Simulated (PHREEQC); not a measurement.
2 g of hydrous ferric oxide (600 m²/g; 0.2 weak and 0.005 strong sites per Fe, Dzombak-Morel constants, diffuse double layer) in 1 kg of water with 0.3 mol/kgw of an inert sodium salt and 0.0055 mol/kgw ZnSO4 and 0.0024 mol/kgw CuCl2, at 25 °C; the pH is set by adding NaOH or the inert anion's acid. O2 is buffered at 0.21 atm. CO2 from the air is kept out. No solid was allowed to form.

Base run: PHREEQC, ion-association model, wateq4f.dat. Each further column changes one thing. The table gives Cu sorbed (%).

```
pH   base  no electrostatic term (-no_edl)  background salt from 0.3 to 0.03 mol/kgw  oxide from 2 to 10 g/kgw  0.0007 mol/kgw CaCl2 added
---  ----  -------------------------------  ----------------------------------------  ------------------------  --------------------------
4     4.8                              5.5                                       5.6                      22.8                         4.8
4.5  16.7                             21.7                                      19.5                      58.0                        16.7
5    52.7                             64.0                                      55.8                      90.8                        52.7
5.5  85.6                             92.5                                      85.9                      98.6                        85.6
6    96.5                             98.6                                      96.1                      99.8                        96.5
6.5  98.5                             99.4                                      98.0                     100.0                        98.5
7.5  95.1                             97.6                                      90.5                     100.0                        95.2
8    78.8                             86.5                                      67.4                     100.0                        78.8
8.5  46.7                             59.2                                      35.8                     100.0                        46.8
9    24.7                             39.7                                      19.4                      99.9                        24.8
9.5  17.3                             34.6                                      14.4                      99.9                        17.3
10   14.5                             31.2                                      13.0                      99.7                        14.4
```

In at least one series the solution becomes supersaturated in solids that the run did not let form, among them Cu(OH)2, Brochantite, Antlerite, Atacamite, Zn(OH)2-e. The database's constant for dissolved Cu(OH)2 is higher than later reviews accept.
